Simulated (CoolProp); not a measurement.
Computed with CoolProp (reference Helmholtz-energy equation of state, Lemmon 2006). It is a short technical equation, of lower accuracy than the large ones.

Give the vapour pressure (kPa), liquid density (kg/m³), vapour density (kg/m³), surface tension (mN/m) of saturated R141b at -56.65, -25.65, 36.55 °C.


```csv
T (°C),p (kPa),liquid density (kg/m³),vapour density (kg/m³),surface tension (mN/m)
-56.65,0.928,1380,0.0604,28.7
-25.65,7.54,1330,0.432,24.6
36.55,118,1210,5.62,16.8
```

Surface tension comes from a separate correlation (Mulero 2012).
